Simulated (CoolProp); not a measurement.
Saturation properties of n-perfluorobutane.

Model: reference Helmholtz-energy equation of state, Gao 2022, in CoolProp.

```json
[
 {"T (K)": "261.2", "p (MPa)": "0.06674", "liquid density (kg/m³)": "1631", "vapour density (kg/m³)": "7.580", "liquid cp (kJ/(kg K))": "___"},
 {"T (K)": "266.4", "p (MPa)": "0.08346", "liquid density (kg/m³)": "1613", "vapour density (kg/m³)": "9.356", "liquid cp (kJ/(kg K))": "1.098"},
 {"T (K)": "271.5", "p (MPa)": "0.1029", "liquid density (kg/m³)": "1595", "vapour density (kg/m³)": "11.40", "liquid cp (kJ/(kg K))": "1.105"},
 {"T (K)": "276.7", "p (MPa)": "___", "liquid density (kg/m³)": "1576", "vapour density (kg/m³)": "13.82", "liquid cp (kJ/(kg K))": "___"},
 {"T (K)": "281.8", "p (MPa)": "0.1526", "liquid density (kg/m³)": "1557", "vapour density (kg/m³)": "16.58", "liquid cp (kJ/(kg K))": "___"},
 {"T (K)": "286.9", "p (MPa)": "0.1832", "liquid density (kg/m³)": "1539", "vapour density (kg/m³)": "19.75", "liquid cp (kJ/(kg K))": "1.127"},
 {"T (K)": "292.1", "p (MPa)": "0.2191", "liquid density (kg/m³)": "1519", "vapour density (kg/m³)": "23.45", "liquid cp (kJ/(kg K))": "1.135"},
 {"T (K)": "297.2", "p (MPa)": "0.2592", "liquid density (kg/m³)": "1499", "vapour density (kg/m³)": "27.61", "liquid cp (kJ/(kg K))": "1.144"},
 {"T (K)": "302.4", "p (MPa)": "0.3056", "liquid density (kg/m³)": "1479", "vapour density (kg/m³)": "32.43", "liquid cp (kJ/(kg K))": "1.153"},
 {"T (K)": "307.5", "p (MPa)": "0.3569", "liquid density (kg/m³)": "1458", "vapour density (kg/m³)": "37.80", "liquid cp (kJ/(kg K))": "___"},
 {"T (K)": "312.6", "p (MPa)": "0.4145", "liquid density (kg/m³)": "1437", "vapour density (kg/m³)": "43.89", "liquid cp (kJ/(kg K))": "1.174"},
 {"T (K)": "317.8", "p (MPa)": "0.4801", "liquid density (kg/m³)": "1414", "vapour density (kg/m³)": "___", "liquid cp (kJ/(kg K))": "___"}
]
```

Question: Fill in the missing entries.

Answer: 
- 261.2, liquid cp (kJ/(kg K)): 1.092
- 276.7, p (MPa): 0.1261
- 276.7, liquid cp (kJ/(kg K)): 1.112
- 281.8, liquid cp (kJ/(kg K)): 1.120
- 307.5, liquid cp (kJ/(kg K)): 1.163
- 317.8, vapour density (kg/m³): 50.93
- 317.8, liquid cp (kJ/(kg K)): 1.186

It boils at 271.1 K under 1 atm.
